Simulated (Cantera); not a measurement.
## NO annealing gas

A perfectly stirred reactor is fed with 9.09 % NO, 90.9 % N2, at 1.00 atm; it is held at 1823 K, and followed from long to short residence time.

Model: GRI-Mech 3.0 (53 species, 325 reactions), integrated in Cantera.

```json
[
 {"τ (s)": "2.2", "x NO": "0.0802", "x NO2": "3.32e-5", "x N2O": "2.81e-6", "x N2": "0.914", "x O": "1.21e-5", "x O2": "0.00529"},
 {"τ (s)": "1.3", "x NO": "0.0843", "x NO2": "2.89e-5", "x N2O": "3.09e-6", "x N2": "0.912", "x O": "1.01e-5", "x O2": "0.00328"},
 {"τ (s)": "0.75", "x NO": "0.0870", "x NO2": "2.49e-5", "x N2O": "3.29e-6", "x N2": "0.911", "x O": "8.42e-6", "x O2": "0.00194"},
 {"τ (s)": "0.44", "x NO": "0.0886", "x NO2": "2.18e-5", "x N2O": "3.40e-6", "x N2": "0.910", "x O": "7.29e-6", "x O2": "0.00114"},
 {"τ (s)": "0.25", "x NO": "0.0896", "x NO2": "1.95e-5", "x N2O": "3.47e-6", "x N2": "0.910", "x O": "6.46e-6", "x O2": "0.000647"},
 {"τ (s)": "0.15", "x NO": "0.0901", "x NO2": "1.80e-5", "x N2O": "3.50e-6", "x N2": "0.909", "x O": "5.96e-6", "x O2": "0.000384"},
 {"τ (s)": "0.085", "x NO": "0.0904", "x NO2": "1.68e-5", "x N2O": "3.50e-6", "x N2": "0.909", "x O": "5.56e-6", "x O2": "0.000212"},
 {"τ (s)": "0.049", "x NO": "0.0906", "x NO2": "1.59e-5", "x N2O": "3.47e-6", "x N2": "0.909", "x O": "5.26e-6", "x O2": "0.000117"},
 {"τ (s)": "0.029", "x NO": "0.0907", "x NO2": "1.50e-5", "x N2O": "3.41e-6", "x N2": "0.909", "x O": "4.98e-6", "x O2": "6.46e-5"},
 {"τ (s)": "0.017", "x NO": "0.0908", "x NO2": "1.39e-5", "x N2O": "3.30e-6", "x N2": "0.909", "x O": "4.62e-6", "x O2": "3.36e-5"},
 {"τ (s)": "0.0096", "x NO": "0.0908", "x NO2": "1.22e-5", "x N2O": "3.10e-6", "x N2": "0.909", "x O": "4.09e-6", "x O2": "1.52e-5"}
]
```
x: mole fraction; the columns are a selection and need not sum to one.
